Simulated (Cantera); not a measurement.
**Carbothermic reduction: Cu2O + CH4 + N2**

Feed: 1 mol Cu2O, 0.63 mol CH4, 0.24 mol N2, equilibrated at 1.00 bar.

Method: chemical equilibrium by Gibbs-energy minimisation in Cantera with the NASA 1993 tables (ideal gas, pure condensed phases). Candidate condensed phases: C, C6H6, C7H8, C8H18, Cu, CuO, Cu(OH)2, Cu2O, H2O; 139 gas species. Kinetics and transport are ignored.

```csv
T (K),log p H2,log p CO,log p H2O,log p N2,log p CO2,log p CH4,log p Cu,n C(graphite),n Cu(s),n Cu(l)
900,-0.39,-0.84,-0.84,-0.90,-0.93,-1.28,<-12,0.0294,2.00,0
1000,-0.32,-0.66,-0.96,-0.94,-1.13,-2.10,-10.81,0,2.00,0
1100,-0.32,-0.62,-0.93,-0.95,-1.24,-3.16,-9.23,0,2.00,0
1200,-0.33,-0.61,-0.90,-0.95,-1.31,-4.09,-7.91,0,2.00,0
1300,-0.34,-0.59,-0.88,-0.95,-1.38,-4.87,-6.80,0,2.00,0
1400,-0.34,-0.59,-0.86,-0.95,-1.44,-5.55,-5.87,0,0,2.00
1500,-0.35,-0.58,-0.85,-0.95,-1.49,-6.13,-5.08,0,0,2.00
1600,-0.35,-0.57,-0.84,-0.95,-1.54,-6.63,-4.40,0,0,2.00
1700,-0.35,-0.57,-0.83,-0.95,-1.58,-7.07,-3.80,0,0,2.00
1800,-0.36,-0.57,-0.83,-0.95,-1.62,-7.46,-3.27,0,0,2.00
1900,-0.36,-0.56,-0.82,-0.95,-1.65,-7.81,-2.79,0,0,2.00
2000,-0.36,-0.56,-0.82,-0.95,-1.68,-8.13,-2.37,0,0,1.99
2100,-0.37,-0.56,-0.82,-0.95,-1.71,-8.42,-1.98,0,0,1.98
2200,-0.37,-0.57,-0.82,-0.96,-1.74,-8.69,-1.63,0,0,1.95
```
log p: log10 of the partial pressure in bar; n: condensed amount in mol.

At 900 K the condensed part is C(graphite) + Cu(s). From 1000 K to 1300 K the condensed part is Cu(s). From 1400 K to 2200 K the condensed part is Cu(l).
